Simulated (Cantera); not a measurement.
A freely propagating, adiabatic, planar premixed flame of 38.0 % H2, 9.13 % O2, 44.5 % N2, 8.37 % H2O, equivalence ratio 2.1, unburnt at 550 K and 100.0 Torr; mixture-averaged transport, grid criteria slope 0.08 and curve 0.16, no radiation.

Computed with Cantera and the H2/O2 subset of GRI-Mech 3.0, which has no nitrogen chemistry. Burning velocities carry a grid error of a few per cent, more on coarse grids.

x: mole fraction of selected species; z is measured from the peak of heat release.

```json
[
 {"z (mm)": "-17.8", "T (K)": "550", "u (m/s)": "4.62", "x H2": "0.380", "x O2": "0.0913", "x H2O": "0.0837", "x OH": "<1e-8", "x O": "<1e-8", "x HO2": "<1e-8"},
 {"z (mm)": "-11.8", "T (K)": "550", "u (m/s)": "4.62", "x H2": "0.380", "x O2": "0.0913", "x H2O": "0.0837", "x OH": "<1e-8", "x O": "<1e-8", "x HO2": "<1e-8"},
 {"z (mm)": "-8.88", "T (K)": "550", "u (m/s)": "4.62", "x H2": "0.380", "x O2": "0.0913", "x H2O": "0.0837", "x OH": "<1e-8", "x O": "<1e-8", "x HO2": "<1e-8"},
 {"z (mm)": "-5.92", "T (K)": "550", "u (m/s)": "4.62", "x H2": "0.380", "x O2": "0.0913", "x H2O": "0.0837", "x OH": "<1e-8", "x O": "<1e-8", "x HO2": "5.95e-7"},
 {"z (mm)": "-2.96", "T (K)": "565", "u (m/s)": "4.74", "x H2": "0.378", "x O2": "0.0910", "x H2O": "0.0849", "x OH": "3.77e-5", "x O": "1.03e-5", "x HO2": "6.37e-5"},
 {"z (mm)": "-1.48", "T (K)": "711", "u (m/s)": "5.88", "x H2": "0.355", "x O2": "0.0862", "x H2O": "0.0990", "x OH": "0.000235", "x O": "0.000153", "x HO2": "3.76e-5"},
 {"z (mm)": "0", "T (K)": "1029", "u (m/s)": "8.32", "x H2": "0.264", "x O2": "0.0555", "x H2O": "0.167", "x OH": "0.000987", "x O": "0.00217", "x HO2": "1.35e-5"},
 {"z (mm)": "1.48", "T (K)": "1245", "u (m/s)": "9.98", "x H2": "0.180", "x O2": "___", "x H2O": "0.256", "x OH": "___", "x O": "0.00212", "x HO2": "___"},
 {"z (mm)": "2.96", "T (K)": "1328", "u (m/s)": "10.6", "x H2": "0.169", "x O2": "0.00160", "x H2O": "0.274", "x OH": "0.00210", "x O": "0.00112", "x HO2": "3.19e-7"},
 {"z (mm)": "5.92", "T (K)": "1414", "u (m/s)": "11.2", "x H2": "0.175", "x O2": "0.000707", "x H2O": "0.277", "x OH": "0.00244", "x O": "0.000932", "x HO2": "1.28e-7"},
 {"z (mm)": "11.8", "T (K)": "1509", "u (m/s)": "11.9", "x H2": "0.183", "x O2": "0.000544", "x H2O": "0.279", "x OH": "0.00270", "x O": "0.000767", "x HO2": "9.08e-8"},
 {"z (mm)": "23.7", "T (K)": "1606", "u (m/s)": "12.6", "x H2": "0.191", "x O2": "___", "x H2O": "0.282", "x OH": "0.00271", "x O": "___", "x HO2": "___"},
 {"z (mm)": "47.4", "T (K)": "1695", "u (m/s)": "13.2", "x H2": "0.198", "x O2": "0.000210", "x H2O": "0.285", "x OH": "0.00242", "x O": "0.000324", "x HO2": "3.43e-8"}
]
```

**Question.** Fill in the missing entries.

**Answer.** 
- 1.48, x O2: 0.0102
- 1.48, x OH: 0.00192
- 1.48, x HO2: 2.17e-6
- 23.7, x O2: 0.000366
- 23.7, x O: 0.000542
- 23.7, x HO2: 5.87e-8
